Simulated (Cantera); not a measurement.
Feed: 1 mol Al, a varied amount of Cl2, 0.2 mol H2, held at 600 K and 130 Pa.

Cantera equilibrium calculation (NASA polynomials, part measured and part estimated; ideal gas, pure solids and liquids). Candidate condensed phases: Al, AlCl3; 12 gas species. Kinetics and transport are ignored.

### Question
What share of the Al ends up in condensed phases as a function of n(Cl2) (mol), at 0.46, 0.95, 1.4, 1.9, 2.4, 2.9, 3.4, 3.9, 4.4?

### Answer
```json
[
 {"n(Cl2) (mol)": "0.46", "Al condensed (%)": "69.3", "as": "Al(s)"},
 {"n(Cl2) (mol)": "0.95", "Al condensed (%)": "36.7", "as": "Al(s)"},
 {"n(Cl2) (mol)": "1.4", "Al condensed (%)": "6.7", "as": "Al(s)"},
 {"n(Cl2) (mol)": "1.9", "Al condensed (%)": "0.0", "as": "-"},
 {"n(Cl2) (mol)": "2.4", "Al condensed (%)": "0.0", "as": "-"},
 {"n(Cl2) (mol)": "2.9", "Al condensed (%)": "0.0", "as": "-"},
 {"n(Cl2) (mol)": "3.4", "Al condensed (%)": "0.0", "as": "-"},
 {"n(Cl2) (mol)": "3.9", "Al condensed (%)": "0.0", "as": "-"},
 {"n(Cl2) (mol)": "4.4", "Al condensed (%)": "0.0", "as": "-"}
]
```
